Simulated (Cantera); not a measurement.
A freely propagating, adiabatic, planar premixed flame of CH4 : C2H6 : C3H8 : O2 : N2 = 1 : 0.26 : 0.36 : 4.96 : 14.9 (molar parts), unburnt at 475 K and 3.20 bar; mixture-averaged transport, grid criteria slope 0.08 and curve 0.16, no radiation.

Model: GRI-Mech 3.0 (53 species, 325 reactions), integrated in Cantera. GRI-Mech 3.0 was tuned for natural gas; its chemistry of propane as a main component is partial and can be far from experiment. Burning velocities carry a grid error of a few per cent, more on coarse grids.

Predict: laminar burning velocity; thermal thickness; peak x(HO2).


| Quantity | Value |
|---|---|
| laminar burning velocity | 94.4 cm/s |
| thermal thickness | 0.101 mm |
| peak x(HO2) | 0.000434 |
